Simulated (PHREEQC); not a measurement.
1 kg of water holding 0.0037 mol K2CO3 and 0.0061 mol K2SO4 is evaporated at 75 °C; the solids stay in contact with the brine. The system is closed to CO2. The run lets Arcanite, Kalicinite, Misenite precipitate or redissolve, and no other solid.

The series has 28 steps of water left (kg), from 1 to 0.005045.

All values are PHREEQC results (Pitzer model, pitzer.dat), not measurements.

### Question
Which solids form, in which order, and at which step of the series does each first stand?

### Answer
Arcanite from water left = 0.007458 kg (pH 10.89).

At this temperature some constants are extrapolated from 25 °C, and those without enthalpy data are left unchanged.
